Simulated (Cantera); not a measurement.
An isothermal, constant-pressure homogeneous reactor starts with 52.6 % N2O, 0.137 % H2, 47.3 % N2, at 1500 K and 1.58 atm.

Detailed kinetics in Cantera: GRI-Mech 3.0 (53 species, 325 reactions). GRI-Mech 3.0 was tuned for natural gas; its chemistry of N2O as a main component is partial and can be far from experiment. The temperature is held fixed by assumption; the heat of reaction is taken as removed at once.

x: mole fraction; the columns are a selection and need not sum to one.

| t (s) | x N2O | x H2 | x N2 | x O | x NO2 | x HO2 |
|---|---|---|---|---|---|---|
| 1.00e-6 | 0.526 | 0.00137 | 0.473 | 1.86e-5 | 4.73e-12 | … |
| 3.16e-6 | 0.525 | 0.00136 | 0.473 | 4.16e-5 | 3.10e-10 | … |
| 1.00e-5 | 0.525 | 0.00134 | 0.473 | 5.88e-5 | 1.48e-8 | … |
| 3.16e-5 | 0.524 | 0.00123 | 0.474 | 5.96e-5 | 8.19e-7 | … |
| 0.000100 | 0.519 | 0.000750 | 0.476 | 6.10e-5 | 1.68e-5 | … |
| 0.000316 | 0.507 | 0.000183 | 0.483 | 6.28e-5 | 8.75e-5 | … |
| 0.00100 | 0.472 | 8.59e-6 | 0.501 | 6.22e-5 | 0.000183 | … |
| 0.00316 | 0.380 | 7.57e-8 | 0.548 | 5.75e-5 | 0.000345 | … |
| 0.0100 | 0.210 | 5.97e-8 | 0.637 | 4.46e-5 | 0.000596 | … |
| 0.0316 | 0.0501 | 3.07e-8 | 0.724 | 1.93e-5 | 0.000730 | … |
| 0.100 | 0.00191 | 5.88e-9 | 0.752 | 2.45e-6 | 0.000546 | … |
| 0.316 | 2.15e-6 | 3.95e-9 | 0.754 | 1.33e-6 | 0.000457 | 1.94e-8 |
| 1.00 | 1.99e-6 | 3.95e-9 | 0.754 | 1.33e-6 | 0.000456 | 1.94e-8 |
| 3.16 | 1.97e-6 | 3.95e-9 | 0.754 | 1.33e-6 | 0.000454 | 1.94e-8 |
| 10.0 | 1.91e-6 | 3.94e-9 | 0.754 | 1.33e-6 | 0.000447 | 1.94e-8 |

Question: Fill in the missing entries.

Answer: 
- 1.00e-6, x HO2: 1.87e-9
- 3.16e-6, x HO2: 5.55e-8
- 1.00e-5, x HO2: 1.07e-6
- 3.16e-5, x HO2: 8.65e-6
- 0.000100, x HO2: 1.32e-5
- 0.000316, x HO2: 6.28e-6
- 0.00100, x HO2: 1.78e-6
- 0.00316, x HO2: 7.03e-7
- 0.0100, x HO2: 3.07e-7
- 0.0316, x HO2: 1.31e-7
- 0.100, x HO2: 3.14e-8
